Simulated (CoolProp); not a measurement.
Saturated liquid density (kg/m³) of n-undecane: the reference equation beside estimates from Tc = 365.7 °C, pc = 1990 kPa, ω = 0.539.

The numbers come from the reference Helmholtz-energy equation of state, Aleksandrov 2011 in CoolProp. It is a short technical equation, of lower accuracy than the large ones.

```json
[
 {"T (°C)": "70.15", "reference": "702.0", "van der Waals": "375.8", "Redlich-Kwong": "556.6", "Soave-Redlich-Kwong": "588.1"},
 {"T (°C)": "86.85", "reference": "689.2", "van der Waals": "369.8", "Redlich-Kwong": "546.5", "Soave-Redlich-Kwong": "579.9"},
 {"T (°C)": "103.45", "reference": "676.3", "van der Waals": "363.6", "Redlich-Kwong": "535.9", "Soave-Redlich-Kwong": "571.2"},
 {"T (°C)": "120.05", "reference": "663.2", "van der Waals": "357.2", "Redlich-Kwong": "524.9", "Soave-Redlich-Kwong": "561.8"},
 {"T (°C)": "136.75", "reference": "649.8", "van der Waals": "350.5", "Redlich-Kwong": "513.2", "Soave-Redlich-Kwong": "551.7"},
 {"T (°C)": "153.35", "reference": "636.2", "van der Waals": "343.5", "Redlich-Kwong": "500.9", "Soave-Redlich-Kwong": "540.9"},
 {"T (°C)": "170.05", "reference": "622.1", "van der Waals": "336.2", "Redlich-Kwong": "487.9", "Soave-Redlich-Kwong": "529.2"},
 {"T (°C)": "186.65", "reference": "607.6", "van der Waals": "328.5", "Redlich-Kwong": "474.3", "Soave-Redlich-Kwong": "516.5"}
]
```

Absolute difference from the reference over all 8 rows, mean and median: van der Waals 46.1 and 46.1 %, Redlich-Kwong 21.1 and 20.9 %, Soave-Redlich-Kwong 15.4 and 15.2 %.
